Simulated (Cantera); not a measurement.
# NO annealing gas

A perfectly stirred reactor is fed with 16.7 % NO, 83.3 % N2, at 1330 Pa; it is held at 1900 K, and followed from long to short residence time.

Model: GRI-Mech 3.0 (53 species, 325 reactions), integrated in Cantera. Radical loss at walls, strong at low pressure, is not modelled.

```json
[
 {"τ (s)": "26", "x NO": "0.130", "x N2O": "5.80e-6", "x O": "0.000382", "x NO2": "8.93e-6", "x O2": "0.0181"},
 {"τ (s)": "9.1", "x NO": "0.155", "x N2O": "8.91e-6", "x O": "0.000249", "x NO2": "6.21e-6", "x O2": "0.00558"},
 {"τ (s)": "3.1", "x NO": "0.163", "x N2O": "1.02e-5", "x O": "0.000177", "x NO2": "4.19e-6", "x O2": "0.00156"},
 {"τ (s)": "1.1", "x NO": "0.166", "x N2O": "1.04e-5", "x O": "0.000134", "x NO2": "3.14e-6", "x O2": "0.000432"},
 {"τ (s)": "0.38", "x NO": "0.166", "x N2O": "9.94e-6", "x O": "8.69e-5", "x NO2": "2.17e-6", "x O2": "9.13e-5"},
 {"τ (s)": "0.13", "x NO": "0.167", "x N2O": "8.15e-6", "x O": "3.85e-5", "x NO2": "1.04e-6", "x O2": "1.21e-5"},
 {"τ (s)": "0.045", "x NO": "0.167", "x N2O": "5.16e-6", "x O": "1.24e-5", "x NO2": "3.18e-7", "x O2": "1.20e-6"},
 {"τ (s)": "0.016", "x NO": "0.167", "x N2O": "2.54e-6", "x O": "3.79e-6", "x NO2": "7.38e-8", "x O2": "1.25e-7"},
 {"τ (s)": "0.0054", "x NO": "0.167", "x N2O": "9.93e-7", "x O": "1.16e-6", "x NO2": "1.26e-8", "x O2": "1.27e-8"},
 {"τ (s)": "0.0019", "x NO": "0.167", "x N2O": "3.69e-7", "x O": "3.90e-7", "x NO2": "1.90e-9", "x O2": "1.50e-9"},
 {"τ (s)": "0.00065", "x NO": "0.167", "x N2O": "1.29e-7", "x O": "1.31e-7", "x NO2": "2.42e-10", "x O2": "1.73e-10"}
]
```
x: mole fraction; the columns are a selection and need not sum to one.
